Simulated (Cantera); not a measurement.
Cantera run, input and output.

```python
import numpy as np
import cantera as ct

gas = ct.Solution("h2o2.yaml")
gas.TPX = 325, 101325, {'H2': 1, 'O2': 0.455, 'N2': 1.71}
flame = ct.FreeFlame(gas, width=0.04)
flame.set_refine_criteria(ratio=3, slope=0.08, curve=0.16)
flame.transport_model = "unity-Lewis-number"
flame.solve(loglevel=0, auto=True)
z, T = flame.grid, flame.T
thick = (T[-1] - T[0]) / np.gradient(T, z).max()
show = ['H2', 'O2', 'H2O2', 'H', 'HO2', 'O']
print(f"laminar burning velocity  {flame.velocity[0] * 100:.3f} cm/s")
print(f"burnt temperature         {T[-1]:.1f} K")
print(f"thermal thickness         {thick * 1e3:.4f} mm")
print(f"grid points               {len(z)}")
z0 = z[flame.heat_release_rate.argmax()]
print(f"{'z/mm':>9s}{'T/K':>9s}{'u/(m/s)':>9s}" + "".join(f"{s:>11s}" for s in show))
rows = []
for k in (-3, -2, -1.5, -1, -0.5, -0.25, 0, 0.25, 0.5, 1, 2, 4, 8):
    zz = z0 + k * thick
    rows.append([k * thick, np.interp(zz, z, T), np.interp(zz, z, flame.velocity),
                 *(np.interp(zz, z, flame.X[gas.species_index(s)]) for s in show)])
    print(f"{rows[-1][0] * 1e3:9.3f}{rows[-1][1]:9.1f}{rows[-1][2]:9.3f}" + "".join(f"{x:11.3e}" for x in rows[-1][3:]))
```

Result:

```
laminar burning velocity  196.148 cm/s
burnt temperature         2401.6 K
thermal thickness         0.3064 mm
grid points               105
     z/mm      T/K  u/(m/s)         H2         O2       H2O2          H        HO2          O
   -0.919    325.0    1.961  3.160e-01  1.438e-01  3.670e-10  3.618e-15  1.639e-09  4.018e-11
   -0.613    325.0    1.962  3.160e-01  1.438e-01  9.334e-09  1.397e-13  4.164e-08  1.056e-09
   -0.460    325.2    1.962  3.159e-01  1.438e-01  6.399e-08  2.091e-12  2.856e-07  7.354e-09
   -0.306    326.9    1.973  3.158e-01  1.437e-01  7.311e-07  2.007e-10  3.322e-06  9.025e-08
   -0.153    401.7    2.413  3.080e-01  1.396e-01  1.984e-05  2.513e-06  1.468e-04  8.916e-06
   -0.077    752.4    4.422  2.656e-01  1.185e-01  2.709e-05  3.108e-03  2.572e-04  3.434e-04
    0.000   1237.3    7.052  1.591e-01  7.030e-02  5.396e-06  3.467e-02  7.928e-05  4.020e-03
    0.077   1529.8    8.544  7.819e-02  3.206e-02  2.932e-06  5.942e-02  2.924e-05  8.706e-03
    0.153   1678.8    9.269  6.074e-02  2.099e-02  1.824e-06  5.540e-02  1.675e-05  9.406e-03
    0.306   1839.1   10.023  5.757e-02  1.610e-02  9.326e-07  4.178e-02  1.085e-05  7.810e-03
    0.613   1994.8   10.732  5.495e-02  1.234e-02  4.942e-07  2.880e-02  7.027e-06  5.563e-03
    1.226   2136.0   11.358  5.069e-02  8.723e-03  2.916e-07  1.852e-02  4.250e-06  3.494e-03
    2.452   2248.5   11.846  4.585e-02  5.658e-03  1.932e-07  1.148e-02  2.457e-06  1.980e-03
```

Detailed kinetics in Cantera: the H2/O2 subset of GRI-Mech 3.0, which has no nitrogen chemistry. Unity Lewis numbers drop preferential diffusion, which matters most where H2 and H carry the flame. Burning velocities carry a grid error of a few per cent, more on coarse grids.
